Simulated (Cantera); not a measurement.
## Titanium nitride, carbide and oxide coatings: Ti(OiPr)4 + O2 + C3H8

Input: 1 mol Ti(OiPr)4, a varied amount of O2, 0.056 mol C3H8, equilibrated at 1825 K and 1.40 mbar.

These are equilibrium values from Cantera (NASA tables, ideal gas, pure condensed phases), not measurements of a reactor. Candidate condensed phases: C, C6H6, C7H8, C8H18, H2O, Ti, TiC, TiO, TiO2, Ti2O3, Ti3O5, Ti4O7; 113 gas species. The feed counts by its element totals alone. Mutual solubility and eutectic melting of coexisting phases are not modelled. TiC, TiO: taken at fixed stoichiometry. Condensed phases not in the tables: Magnéli phases beyond Ti4O7, solid solutions among these carbides, nitrides and lower oxides. Equilibrium is a limit: real reactors are often held back by kinetics, nucleation or transport.

| n(O2) (mol) | x H2 | x CO | x H2O | x CO2 | x H | x OH | n C(graphite) | n TiC(s) | n TiO(s) | n TiO2(rutile) | n Ti4O7(s) |
|---|---|---|---|---|---|---|---|---|---|---|---|
| 0.28 | 0.748 | 0.242 | 6.38e-8 | 5.26e-9 | 0.0102 | 6.07e-11 | 6.60 | 1.00 | 0 | 0 | 0 |
| 0.44 | 0.736 | 0.254 | 6.60e-8 | 5.82e-9 | 0.0101 | 6.34e-11 | 6.28 | 1.00 | 0 | 0 | 0 |
| 0.67 | 0.718 | 0.272 | 6.89e-8 | 6.65e-9 | 0.00998 | 6.69e-11 | 5.82 | 1.00 | 0 | 0 | 0 |
| 1 | 0.695 | 0.295 | 7.25e-8 | 7.86e-9 | 0.00981 | 7.15e-11 | 5.16 | 1.00 | 0 | 0 | 0 |
| 1.6 | 0.656 | 0.334 | 7.75e-8 | 1.01e-8 | 0.00953 | 7.87e-11 | 3.96 | 1.00 | 0 | 0 | 0 |
| 2.5 | 0.605 | 0.386 | 8.24e-8 | 1.34e-8 | 0.00915 | 8.72e-11 | 2.16 | 1.00 | 0 | 0 | 0 |
| 3.9 | 0.547 | 0.445 | 2.38e-5 | 4.95e-6 | 0.00870 | 2.65e-8 | 0 | 0.684 | 0.315 | 0 | 0 |
| 6 | 0.476 | 0.446 | 0.0561 | 0.0134 | 0.00812 | 6.69e-5 | 0 | 0 | 0 | 0.948 | 0.0129 |
| 9.3 | 0.295 | 0.381 | 0.239 | 0.0789 | 0.00639 | 0.000363 | 0 | 0 | 0 | 1.000 | 0 |
| 14 | 0.102 | 0.221 | 0.433 | 0.239 | 0.00376 | 0.00112 | 0 | 0 | 0 | 1.000 | 0 |
x: gas mole fraction; n: condensed amount in mol.

From 0.28 mol O2 to 2.5 mol O2 the condensed part is C(graphite) + TiC(s). At 3.9 mol O2 the condensed part is TiC(s) + TiO(s). At 6 mol O2 the condensed part is TiO2(rutile) + Ti4O7(s). From 9.3 mol O2 to 14 mol O2 the condensed part is TiO2(rutile). The main Ti-bearing gas is Ti at 0.28 mol O2 and TiO2 at 14 mol O2.
